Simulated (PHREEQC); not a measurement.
Solution (25 °C): 54 mmol/kgw FeCl2. Closed to the air; pH follows from the charge balance.

All values are PHREEQC results (ion-association model, phreeqc.dat), not measurements.

Precipitation was switched off in this run.

Task: What pH, density does the model give?

Result: pH 5.61; density 1.003 g/cm³.

Task: In which forms is Fe present?

Result: Fe+2 95 %, FeCl+ 4.7 % of the Fe.

Species that the database lacks are ignored.
